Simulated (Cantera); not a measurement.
Thermodynamics of nitride etching, feed BN + H2O

Input: 1 mol BN, 3.7 mol H2O, held at 1.00 bar.

Method: chemical equilibrium by Gibbs-energy minimisation in Cantera with the NASA 1993 tables (ideal gas, pure condensed phases). Candidate condensed phases: B, BN, B2O3, B3O3H3, H2O; 39 gas species. Gases not in the tables: H3BO3. Kinetics and transport are ignored.

From 1450 K to 1850 K the condensed part is B2O3(l). From 1900 K to 2050 K nothing is condensed.

```json
[
 {"T (K)": "1450", "log p H2O": "-0.29", "log p H2": "-0.45", "log p HBO2": "-1.96", "log p N2": "-0.93", "log p B2O3": "-5.12", "n B2O3(l)": "0.465"},
 {"T (K)": "1500", "log p H2O": "-0.29", "log p H2": "-0.45", "log p HBO2": "-1.76", "log p N2": "-0.93", "log p B2O3": "-4.66", "n B2O3(l)": "0.453"},
 {"T (K)": "1550", "log p H2O": "-0.30", "log p H2": "-0.45", "log p HBO2": "-1.58", "log p N2": "-0.93", "log p B2O3": "-4.23", "n B2O3(l)": "0.434"},
 {"T (K)": "1600", "log p H2O": "-0.31", "log p H2": "-0.46", "log p HBO2": "-1.41", "log p N2": "-0.93", "log p B2O3": "-3.83", "n B2O3(l)": "0.408"},
 {"T (K)": "1650", "log p H2O": "-0.32", "log p H2": "-0.46", "log p HBO2": "-1.25", "log p N2": "-0.94", "log p B2O3": "-3.46", "n B2O3(l)": "0.371"},
 {"T (K)": "1700", "log p H2O": "-0.33", "log p H2": "-0.46", "log p HBO2": "-1.11", "log p N2": "-0.94", "log p B2O3": "-3.11", "n B2O3(l)": "0.320"},
 {"T (K)": "1750", "log p H2O": "-0.35", "log p H2": "-0.47", "log p HBO2": "-0.98", "log p N2": "-0.95", "log p B2O3": "-2.78", "n B2O3(l)": "0.253"},
 {"T (K)": "1800", "log p H2O": "-0.38", "log p H2": "-0.48", "log p HBO2": "-0.86", "log p N2": "-0.96", "log p B2O3": "-2.47", "n B2O3(l)": "0.164"},
 {"T (K)": "1850", "log p H2O": "-0.42", "log p H2": "-0.49", "log p HBO2": "-0.75", "log p N2": "-0.97", "log p B2O3": "-2.17", "n B2O3(l)": "0.0487"},
 {"T (K)": "1900", "log p H2O": "-0.43", "log p H2": "-0.50", "log p HBO2": "-0.71", "log p N2": "-0.97", "log p B2O3": "-2.05", "n B2O3(l)": "0"},
 {"T (K)": "1950", "log p H2O": "-0.43", "log p H2": "-0.50", "log p HBO2": "-0.72", "log p N2": "-0.97", "log p B2O3": "-2.02", "n B2O3(l)": "0"},
 {"T (K)": "2000", "log p H2O": "-0.43", "log p H2": "-0.50", "log p HBO2": "-0.72", "log p N2": "-0.97", "log p B2O3": "-1.99", "n B2O3(l)": "0"},
 {"T (K)": "2050", "log p H2O": "-0.43", "log p H2": "-0.50", "log p HBO2": "-0.72", "log p N2": "-0.97", "log p B2O3": "-1.96", "n B2O3(l)": "0"}
]
```
log p: log10 of the partial pressure in bar; n: condensed amount in mol.
